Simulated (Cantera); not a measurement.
Cantera run:

```python
import numpy as np
import cantera as ct

gas_names = """
    AL ALCL ALCL2 ALCL3 ALH ALO ALOCL ALOH ALO2 ALO2H AL2 AL2CL6 AL2O AL2O2 CL CLO CL2 H HALO HCL HOCL
    HO2 H2 H2O H2O2 O OH O2 O3
""".split()
cond_names = """
    AL(cr) AL(L) ALCL3(s) ALCL3(L) AL2O3(a) AL2O3(L) H2O(s) H2O(L)
""".split()


# ... load() reads the species with a 1 bar reference pressure and builds the phases ...
atoms = {
    'Al2O3': {'AL': 2, 'O': 3},
    'HCl': {'H': 1, 'CL': 1},
}
top_T = {}  # K; cautious upper limits of use, not melting points


# ... equilibrate(T, P, feed) seeds the gas with the atoms and calls Mixture.equilibrate('TP', solver="vcs", rtol=1e-11, max_steps=5000) ...
results = []
feed = {'Al2O3': 1, 'HCl': 21}  # mol
P = 10000  # Pa
for T in [800, 875, 950, 1025, 1100, 1175, 1250, 1325, 1400, 1475, 1550]:
    mix = equilibrate(T, P, feed)
    results.append((T, P, feed, dict(zip(mix.species_names, mix.species_moles))))

top = {s: max(r[3][s] / sum(r[3][g] for g in gas_names) for r in results) for s in gas_names}
cols = sorted((s for s in top if top[s] > 1e-05), key=lambda s: -top[s])[:5]
seen = [c for c in cond_names if any(r[3].get(c, 0) > 1e-12 for r in results)]
print("log10 of partial pressures in bar; condensed amounts in mol")
print(f"{'T/K':>10s}" + "".join(f"{s[:9]:>10s}" for s in cols + seen))
for T, P, feed, n in results:
    ng = sum(n[g] for g in gas_names)
    print(f"{T:10.4g}" + "".join(f"{np.log10(max(n[s] / ng * P / 1e5, 1e-99)):10.3f}" for s in cols)
          + "".join(f"{n.get(c, 0):10.4g}" for c in seen))
```

Output:

```
log10 of partial pressures in bar; condensed amounts in mol
       T/K       HCL       H2O     ALCL3        CL        H2  AL2O3(a)
       800    -1.000    -5.324    -5.500    -8.779    -7.488    0.9997
       875    -1.000    -4.961    -5.137    -7.828    -6.953    0.9992
       950    -1.000    -4.657    -4.833    -7.031    -6.490    0.9985
      1025    -1.000    -4.400    -4.576    -6.358    -6.078    0.9972
      1100    -1.001    -4.179    -4.355    -5.785    -5.701    0.9954
      1175    -1.001    -3.988    -4.164    -5.296    -5.349    0.9928
      1250    -1.001    -3.821    -3.997    -4.876    -5.019    0.9894
      1325    -1.002    -3.674    -3.850    -4.510    -4.710    0.9852
      1400    -1.003    -3.544    -3.720    -4.188    -4.424      0.98
      1475    -1.004    -3.429    -3.605    -3.902    -4.160    0.9739
      1550    -1.005    -3.326    -3.502    -3.645    -3.918     0.967
```

Equilibrium computed with Cantera from the NASA thermochemical tables; the gas is ideal and each condensed phase is pure. Condensed phases not in the tables: AlOCl.
